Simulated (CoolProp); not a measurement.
Vapour-liquid equilibrium of carbon dioxide (1) + R124 (2) at 239 K; x and y are mole fractions of (1).

Model: multi-fluid Helmholtz-energy mixture model, Span 1996 and de Vries 1995; pair parameters Bell 2016, in CoolProp.

```csv
x,bubble pressure (bar),y at the bubble point,dew pressure at overall composition x (bar),liquid density (mol/L)
0.05,0.9724,0.638,0.3797,11.62
0.2,2.632,0.879,0.4499,12.80
0.35,4.199,0.933,0.5516,14.19
0.5,5.823,0.960,0.7122,15.87
0.65,7.594,0.977,1.004,17.90
0.8,9.553,0.989,1.694,20.41
0.95,11.67,0.998,5.106,23.59
```

No azeotrope shows between x = 0.05 and 0.95.

Pair parameters are fitted to limited data, so mixtures are less certain than the pure fluids. The gap from Raoult's law changes sign with composition, which may be real or a fault of the pair parameters; it wasn't checked against measurements.
